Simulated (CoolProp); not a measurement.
Vapour-liquid equilibrium of propane (1) + n-pentane (2) at 220.8 K; x and y are mole fractions of (1).

Values from CoolProp's multi-fluid Helmholtz-energy mixture model, Lemmon 2009 and Thol 2019; pair parameters Kunz 2012.

Give the bubble pressure and the first vapour's composition at x = 0.275, 0.575, 0.95. Is there an azeotrope?

x = 0.275: 0.02210 MPa, y = 0.960; x = 0.575: 0.03919 MPa, y = 0.985; x = 0.95: 0.05993 MPa, y = 0.999. No azeotrope shows between x = 0.05 and 0.95.

The pair parameters rest on a limited set of measurements; away from them the model extrapolates.
